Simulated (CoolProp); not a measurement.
A simple Rankine cycle with propyne: condensing at 310.15 K, boiler at 4.48 MPa, turbine inlet 429.2 K, turbine efficiency 0.75, pump efficiency 0.7, no recuperator. Each further row changes one setting.

Computed with CoolProp (reference Helmholtz-energy equation of state, Polt 1992). This equation is an older, rougher fit; its heat capacities, sound speeds and derivatives of the liquid may be far off and weren't checked against measurements.

```csv
case,thermal efficiency (%),net work (kJ/kg),heat in (kJ/kg),turbine exit temperature (K),volume ratio over the turbine
as stated,12.5,74.5,596,(withheld),5.54
turbine inlet 449.2 K,(withheld),82.7,(withheld),371.9,5.41
condensing temperature 302.15 K,13.7,84.4,615,340.8,6.83
boiler pressure 3.14 MPa,10.7,66.9,628,370.2,3.75
turbine efficiency 0.65,10.6,63.4,596,354.9,5.67
```

Problem. Some entries are withheld; supply them.

Solution. 
- as stated, turbine exit temperature (K): 348.9
- turbine inlet 449.2 K, thermal efficiency (%): 12.8
- turbine inlet 449.2 K, heat in (kJ/kg): 647
